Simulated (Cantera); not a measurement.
An isothermal, constant-pressure homogeneous reactor starts with CH4 : H2O = 1 : 1.1 (molar parts), at 1348 K and 10.0 bar.

Computed with Cantera and GRI-Mech 3.0 (53 species, 325 reactions).

Predict: x(CH4) at 3.00 s; x(H2O) at 3.00 s; x(CO2) at 3.00 s.


- x(CH4) at 3.00 s: 0.334 (gas-phase equilibrium 0.00981)
- x(H2O) at 3.00 s: 0.479 (gas-phase equilibrium 0.0297)
- x(CO2) at 3.00 s: 0.00125 (gas-phase equilibrium 0.00493)
